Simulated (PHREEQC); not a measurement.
0.025 g of hydrous ferric oxide (600 m²/g; 0.2 weak and 0.005 strong sites per Fe, Dzombak-Morel constants, diffuse double layer) in 1 kg of water with 0.1 mol/kgw of an inert sodium salt and 1.4e-05 mol/kgw Na2SO4, at 25 °C; the pH is set by adding NaOH or the inert anion's acid. Oxygen alone is held at its pressure in air (log pO2 = -0.68). No CO2 enters from the air. Nothing may precipitate in this run.

Computed with PHREEQC (ion-association model, wateq4f.dat).

| pH | S sorbed (%) | surface charge σ (C/m²) | surface potential ψ (mV) |
|---|---|---|---|
| 4 | 57.2 | 0.235 | 131 |
| 4.75 | 43.3 | 0.195 | 121 |
| 5.12 | 32.8 | ___ | ___ |
| 5.88 | 11.5 | 0.114 | 94 |
| 6.25 | 5.0 | 0.088 | 82 |
| 7 | ___ | ___ | 52 |
| 7.75 | 0.0 | ___ | ___ |
| 8.12 | 0.0 | 0.000 | 0 |
| 8.88 | 0.0 | -0.029 | ___ |
| 9.25 | 0.0 | -0.046 | ___ |
| 10 | 0.0 | -0.094 | -85 |

### Question
What belongs in the gaps?

### Answer

- 5.12, surface charge σ (C/m²): 0.169
- 5.12, surface potential ψ (mV): 114
- 7, S sorbed (%): 0.5
- 7, surface charge σ (C/m²): 0.045
- 7.75, surface charge σ (C/m²): 0.013
- 7.75, surface potential ψ (mV): 17
- 8.88, surface potential ψ (mV): -37
- 9.25, surface potential ψ (mV): -54

Species that the database lacks are ignored.
